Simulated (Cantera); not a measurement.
Input: 1 mol CHF₃, 0.074 mol H₂, held at 1800 °C and 10.0 Torr.

These are equilibrium values from Cantera (NASA tables, ideal gas, pure condensed phases), not measurements of a reactor. Candidate condensed phases: C, C₆H₆, C₇H₈, C₈H₁₈; 95 gas species. Gases not in the tables: C₂F₆ and larger saturated fluorocarbons. Rates play no part.

Q: What is the equilibrium state?

A: 
- x(HF): 0.663
- x(CF₄): 0.214
- x(CF₂): 0.0801
- x(F): 0.0384
- x(CF₃): 0.00433
- x(CF): 0.000252
- x(H): 4.91e-6
- x(CHF₃): 4.14e-6
- x(C₂F₄): 2.30e-6
- n(C(graphite)): 0.482 mol
- gas amount: 1.732 mol
